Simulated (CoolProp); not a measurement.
C2F6 (R116) at several states: density (kg/m³) from the reference equation and from simpler models built on Tc = 19.9 °C, pc = 3048 kPa, ω = 0.257; each cubic takes its own stable root.

Model: reference Helmholtz-energy equation of state, Lemmon 2006, in CoolProp. It is a short technical equation, of lower accuracy than the large ones.

| T (°C) | p (kPa) | phase | reference | van der Waals | Redlich-Kwong | Soave-Redlich-Kwong | Peng-Robinson |
|---|---|---|---|---|---|---|---|
| 61.65 | 37.3 | gas | 1.854 | 1.854 | 1.855 | 1.854 | 1.855 |
| 8.15 | 68.6 | gas | 4.083 | 4.078 | 4.083 | 4.084 | 4.088 |
| -9.25 | 11.7 | gas | 0.7373 | 0.7370 | 0.7372 | 0.7373 | 0.7374 |
| -0.65 | 2660 | liquid | 1171 | 748.7 | 992.7 | 1039 | 1171 |
| 44.95 | 3860 | supercritical | 350.4 | 391.9 | 369.3 | 341.8 | 360.6 |
| 128.45 | 1030 | gas | 44.13 | 44.63 | 44.55 | 44.06 | 44.45 |
